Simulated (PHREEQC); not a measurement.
# Metal-bearing waste water: speciation

Make-up at 92 °C: 0.0012 mol/kgw Al2(SO4)3, 0.0235 mol/kgw ZnCl2 and 0.0046 mol/kgw HCl. Closed to the air; pH follows from the charge balance.

All values are PHREEQC results (ion-association model, phreeqc.dat), not measurements.

Precipitation was switched off in this run.

### Question
Estimate the pH, density, ionic strength.

### Answer
pH 2.50; density 0.967 g/cm³; ionic strength 0.0673 mol/kgw.

### Question
In which forms is Zn present?

### Answer
Zn+2 64 %, ZnCl+ 32 %, ZnSO4 3.4 %, ZnCl2 1.0 % of the Zn.

Away from 25 °C the constants follow the database's enthalpies or fits; those with neither stay at their 25 °C values.
